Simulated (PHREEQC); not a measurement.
A made-up water analysis in mmol/kgw, 25 °C, pH 3.75, pe 9.1: Na 4.27; K 0.16; Ca 3.64; Mg 0.431; Cl 0.62; S(6) 6.58; Fe(3) 0.0026; Zn 0.0276.

Na is adjusted to close the charge balance.
Valence states are taken as typed.

All values are PHREEQC results (ion-association model, phreeqc.dat), not measurements.

**Question.** The ionic strength comes out as 0.0200 mol/kgw. What activity coefficients do CaHSO4+, Cl-, H+, KSO4-, SO4-2 get?

**Answer.** CaHSO4+ 0.87, Cl- 0.87, H+ 0.89, KSO4- 0.87, SO4-2 0.58.

Precipitation was switched off in this run. The solution is supersaturated, for example in Hematite (slow to form), Goethite (slow to form), so a real one may precipitate; this is no full list.
